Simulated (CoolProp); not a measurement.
Vapour pressure (kPa) of carbon monoxide: the reference equation beside estimates from Tc = 132.9 K, pc = 3498 kPa, ω = 0.050.

Model: reference Helmholtz-energy equation of state, Lemmon 2006, in CoolProp. It is a short technical equation, of lower accuracy than the large ones.

| T (K) | reference | Lee-Kesler | Redlich-Kwong | Peng-Robinson |
|---|---|---|---|---|
| 85.1 | 147.7 | 147.7 | 137.8 | 149.4 |
| 88.1 | 199.4 | 199.6 | 190.4 | 201.0 |
| 91.1 | 263.6 | 263.9 | 256.3 | 265.1 |
| 94.1 | 342.0 | 342.5 | 337.5 | 343.3 |
| 97.2 | 439.8 | 440.4 | 439.2 | 440.9 |
| 100.2 | 552.5 | 553.0 | 556.8 | 553.5 |
| 103.2 | 684.7 | 685.0 | 694.9 | 685.8 |
| 106.2 | 838.3 | 838.2 | 855.3 | 839.8 |
| 109.2 | 1015 | 1014 | 1039 | 1017 |
| 112.3 | 1225 | 1223 | 1256 | 1228 |
| 115.3 | 1455 | 1452 | 1494 | 1460 |
| 118.3 | 1715 | 1712 | 1760 | 1723 |
| 121.3 | 2007 | 2003 | 2055 | 2017 |
| 124.4 | 2346 | 2342 | 2394 | 2358 |

Absolute difference from the reference over all 14 rows, mean and median: Lee-Kesler 0.1 and 0.1 %, Redlich-Kwong 2.5 and 2.4 %, Peng-Robinson 0.4 and 0.4 %.
